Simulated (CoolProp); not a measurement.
Vapour-liquid equilibrium of nitrogen (1) + carbon monoxide (2) at 108.5 K; x and y are mole fractions of (1).

Values from CoolProp's multi-fluid Helmholtz-energy mixture model, Span 2000 and Lemmon 2006; pair parameters Gernert 2013.

```json
[
 {"x": "0.05", "bubble pressure, mixture model (kPa)": "992.4", "bubble pressure, Raoult's law (kPa)": "990.3", "y, mixture model": "0.065", "y, Raoult's law": "0.068"},
 {"x": "0.2", "bubble pressure, mixture model (kPa)": "1055", "bubble pressure, Raoult's law (kPa)": "1046", "y, mixture model": "0.246", "y, Raoult's law": "0.257"},
 {"x": "0.35", "bubble pressure, mixture model (kPa)": "1116", "bubble pressure, Raoult's law (kPa)": "1101", "y, mixture model": "0.410", "y, Raoult's law": "0.427"},
 {"x": "0.5", "bubble pressure, mixture model (kPa)": "1174", "bubble pressure, Raoult's law (kPa)": "1157", "y, mixture model": "0.559", "y, Raoult's law": "0.580"},
 {"x": "0.65", "bubble pressure, mixture model (kPa)": "1230", "bubble pressure, Raoult's law (kPa)": "1213", "y, mixture model": "0.698", "y, Raoult's law": "0.720"},
 {"x": "0.8", "bubble pressure, mixture model (kPa)": "1281", "bubble pressure, Raoult's law (kPa)": "1268", "y, mixture model": "0.829", "y, Raoult's law": "0.847"},
 {"x": "0.95", "bubble pressure, mixture model (kPa)": "1328", "bubble pressure, Raoult's law (kPa)": "1324", "y, mixture model": "0.957", "y, Raoult's law": "0.963"}
]
```

The largest gap from Raoult's law is +1.5 % in bubble pressure, at x = 0.5. No azeotrope shows between x = 0.05 and 0.95.

The pair parameters rest on a limited set of measurements; away from them the model extrapolates.
